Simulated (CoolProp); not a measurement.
The fluid at 298.15 K and 0.00749 MPa expands adiabatically to 0.00065 MPa with isentropic efficiency 0.8. The same conditions are run with several fluids, on thermodynamics alone (safety and materials aside).

The numbers come from the reference Helmholtz-energy equation of state of each fluid (R123: Younglove 1994; vinyl chloride: Thol 2022; R1224YDZ: Akasaka 2023; the fluoroketone C6F12O (FK-5-1-12): McLinden 2015; R1336mzz(E): Akasaka 2023) in CoolProp.

```csv
fluid,work (kJ/kg),final temperature (K),final density (kg/m³)
R123,28.6,…,0.0472
vinyl chloride,63.5,216.4,…
R1224YDZ,29.7,256.3,…
the fluoroketone C6F12O (FK-5-1-12),14.7,280.7,0.0881
R1336mzz(E),27.3,263.5,0.0487
```

Problem. Complete the blanks.

Solution. 
- R123, final temperature (K): 253.3
- vinyl chloride, final density (kg/m³): 0.0226
- R1224YDZ, final density (kg/m³): 0.0453
